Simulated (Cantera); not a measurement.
Cantera run:

```python
import numpy as np
import cantera as ct

gas_names = [...]  # 123 gases of nasa_gas.yaml made of C, H, O, Si
cond_names = """
    C(gr) C6H6(L) C7H8(L) C8H18(L),n-octa H2O(s) H2O(L) Si(cr) Si(L) SiC(b) SiO2(Lqz) SiO2(hqz) SiO2(L)
""".split()


# ... load() reads the species with a 1 bar reference pressure and builds the phases ...
atoms = {
    'SiO2': {'Si': 1, 'O': 2},
    'C': {'C': 1},
    'H2': {'H': 2},
}
top_T = {'C(gr)': 4500, 'SiC(b)': 3050}  # K; cautious upper limits of use, not melting points


# ... equilibrate(T, P, feed) seeds the gas with the atoms and calls Mixture.equilibrate('TP', solver="vcs", rtol=1e-11, max_steps=5000) ...
results = []
feed = {'SiO2': 1, 'C': 0.0069, 'H2': 5.5}  # mol
T = 1475  # K
P = 1.7  # Pa
mix = equilibrate(T, P, feed)
results.append((T, P, feed, dict(zip(mix.species_names, mix.species_moles))))
x = sorted(zip(gas.X, gas.species_names), reverse=True)
print(f"T = {T:g} K  P = {P:g} Pa  gas = {mix.phase_moles(0):.4g} mol")
print("   x: " + "  ".join(f"{s} {v:.3e}" for v, s in x if v > 1e-06))
print("   condensed (mol): " + ("  ".join(f"{mix.phase(i).name} {mix.phase_moles(i):.4g}"
      for i in range(1, mix.n_phases) if mix.phase_moles(i) > 1e-12) or "none"))
```

Output:

```
T = 1475 K  P = 1.7 Pa  gas = 5.557 mol
   x: H2 9.818e-01  SiO 7.538e-03  H2O 6.293e-03  H 3.117e-03  CO 1.238e-03  CO2 3.197e-06
   condensed (mol): SiO2(hqz) 0.9581
```

Equilibrium computed with Cantera from the NASA thermochemical tables; the gas is ideal and each condensed phase is pure. The tables hold silica as quartz up to 1696 K and as liquid above; real silica turns to tridymite and cristobalite and melts near 1996 K.
